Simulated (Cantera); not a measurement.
Feed: 1 mol Si3N4, 0.16 mol O2, 40 mol N2, equilibrated at 10.0 mbar.

Cantera equilibrium calculation (NASA polynomials, part measured and part estimated; ideal gas, pure solids and liquids). Candidate condensed phases: Si, SiO2, Si2N2O, Si3N4; 16 gas species. Mutual solubility and eutectic melting of coexisting phases are not modelled. The tables' values for SiN are old estimates; treat these amounts as uncertain. Equilibrium is a limit: real reactors are often held back by kinetics, nucleation or transport.

x: gas mole fraction; n: condensed amount in mol.

```json
[
 {"T (K)": "823", "x N2": "1.00", "x SiO": "<1e-12", "x Si": "<1e-12", "x Si2N": "<1e-12", "x SiN": "<1e-12", "x Si2": "<1e-12", "n Si2N2O(s)": "0.320", "n Si3N4(s)": "0.787", "n Si(l)": "0"},
 {"T (K)": "1023", "x N2": "1.00", "x SiO": "<1e-12", "x Si": "<1e-12", "x Si2N": "<1e-12", "x SiN": "<1e-12", "x Si2": "<1e-12", "n Si2N2O(s)": "0.320", "n Si3N4(s)": "0.787", "n Si(l)": "0"},
 {"T (K)": "1223", "x N2": "1.00", "x SiO": "3.86e-10", "x Si": "<1e-12", "x Si2N": "<1e-12", "x SiN": "<1e-12", "x Si2": "<1e-12", "n Si2N2O(s)": "0.320", "n Si3N4(s)": "0.787", "n Si(l)": "0"},
 {"T (K)": "1423", "x N2": "1.000", "x SiO": "1.18e-6", "x Si": "1.48e-9", "x Si2N": "3.57e-12", "x SiN": "2.69e-10", "x Si2": "<1e-12", "n Si2N2O(s)": "0.320", "n Si3N4(s)": "0.787", "n Si(l)": "0"},
 {"T (K)": "1623", "x N2": "1.000", "x SiO": "0.000482", "x Si": "1.96e-6", "x Si2N": "3.32e-8", "x SiN": "1.55e-7", "x Si2": "7.03e-10", "n Si2N2O(s)": "0.301", "n Si3N4(s)": "0.793", "n Si(l)": "0"},
 {"T (K)": "1823", "x N2": "0.992", "x SiO": "0.00756", "x Si": "?", "x Si2N": "?", "x SiN": "1.82e-5", "x Si2": "?", "n Si2N2O(s)": "0", "n Si3N4(s)": "0", "n Si(l)": "?"},
 {"T (K)": "2023", "x N2": "0.986", "x SiO": "0.00752", "x Si": "0.00569", "x Si2N": "0.000179", "x SiN": "0.000139", "x Si2": "6.23e-5", "n Si2N2O(s)": "0", "n Si3N4(s)": "0", "n Si(l)": "2.41"}
]
```

Some entries are withheld; supply them.


- 1823, x Si: 0.000442
- 1823, x Si2N: 2.86e-5
- 1823, x Si2: 2.86e-6
- 1823, n Si(l): 2.66
